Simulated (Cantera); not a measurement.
A closed system holds: 1 mol SiCl4, 4.9 mol HCl, 7.9 mol H2, held at 1273.15 K and 0.200 bar.

Method: chemical equilibrium by Gibbs-energy minimisation in Cantera with the NASA 1993 tables (ideal gas, pure condensed phases). The tables' values for SiCl3 are old estimates; treat these amounts as uncertain. Rates play no part.

```csv
species,before,after
H2,0.564,0.508
HCl,0.363,0.422
SiCl2,0.00105,0.0312
SiCl4,0.0640,0.0203
SiCl3,0.00321,0.0151
Cl,6.57e-7,3.33e-5
H,1.20e-6,5.02e-5
SiH2Cl2,3.42e-5,7.26e-5
SiHCl3,0.00397,0.00301
```
Gas species are given as mole fractions.

Question: Which change was made?
A. temperature from 1273.15 K to 1550 K
B. pressure from 0.200 bar to 9.20 bar
C. pressure from 0.200 bar to 3.20 bar
D. temperature from 1273.15 K to 900 K

Answer: A, temperature from 1273.15 K to 1550 K
